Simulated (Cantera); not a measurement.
An isothermal, constant-pressure homogeneous reactor starts with 0.109 % CO, 0.348 % O2, 0.0229 % H2O, 99.5 % N2, equivalence ratio 0.16, at 1500 K and 4.60 bar.

Detailed kinetics in Cantera: GRI-Mech 3.0 (53 species, 325 reactions).

Q: Predict: x(CO) at 1.00 s; x(O2) at 1.00 s; x(H2O) at 1.00 s; x(OH) at 1.00 s; x(NO) at 1.00 s.

A: 
```
Item                                                 Result
----------------  -----------------------------------------
x(CO) at 1.00 s     4.73e-8 (gas-phase equilibrium 4.71e-8)
x(O2) at 1.00 s     0.00294 (gas-phase equilibrium 0.00286)
x(H2O) at 1.00 s  0.000229 (gas-phase equilibrium 0.000229)
x(OH) at 1.00 s     8.85e-7 (gas-phase equilibrium 8.75e-7)
x(NO) at 1.00 s    2.02e-6 (gas-phase equilibrium 0.000161)
```
